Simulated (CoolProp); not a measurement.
Values from CoolProp's reference Helmholtz-energy equation of state, Zhou 2016.

Question: Give the vapour pressure (bar), vapour density (kg/m³), enthalpy of vaporisation (kJ/kg), liquid cp (kJ/(kg K)) of saturated R245ca at 15.65, 31.85 °C.

Answer: 
```json
[
 {"T (°C)": "15.65", "p (bar)": "0.689", "vapour density (kg/m³)": "3.96", "enthalpy of vaporisation (kJ/kg)": "210", "liquid cp (kJ/(kg K))": "1.37"},
 {"T (°C)": "31.85", "p (bar)": "1.30", "vapour density (kg/m³)": "7.19", "enthalpy of vaporisation (kJ/kg)": "200", "liquid cp (kJ/(kg K))": "1.39"}
]
```
